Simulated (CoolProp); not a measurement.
The fluid at 488.46 K and 0.135 MPa expands adiabatically to 0.0366 MPa with isentropic efficiency 0.85. The same conditions are run with several fluids, on thermodynamics alone (safety and materials aside).

The numbers come from the reference Helmholtz-energy equation of state of each fluid (R113: Marx 1992; water: Wagner 2002; carbonyl sulfide: Lemmon 2006; R410A: Lemmon 2003; hydrogen sulfide: Lemmon 2006) in CoolProp. Blends and air are pseudo-pure fits.

```json
[
 {"fluid": "R113", "work (kJ/kg)": "23.0", "final temperature (K)": "…", "final density (kg/m³)": "…"},
 {"fluid": "water", "work (kJ/kg)": "214", "final temperature (K)": "…", "final density (kg/m³)": "0.212"},
 {"fluid": "carbonyl sulfide", "work (kJ/kg)": "66.9", "final temperature (K)": "403.0", "final density (kg/m³)": "…"},
 {"fluid": "R410A", "work (kJ/kg)": "…", "final temperature (K)": "432.8", "final density (kg/m³)": "…"},
 {"fluid": "hydrogen sulfide", "work (kJ/kg)": "…", "final temperature (K)": "380.4", "final density (kg/m³)": "…"}
]
```

Question: Complete the blanks.

Answer: 
- R113, final temperature (K): 458.5
- R113, final density (kg/m³): 1.81
- water, final temperature (K): 376.5
- carbonyl sulfide, final density (kg/m³): 0.657
- R410A, work (kJ/kg): 57.7
- R410A, final density (kg/m³): 0.739
- hydrogen sulfide, work (kJ/kg): 114
- hydrogen sulfide, final density (kg/m³): 0.395
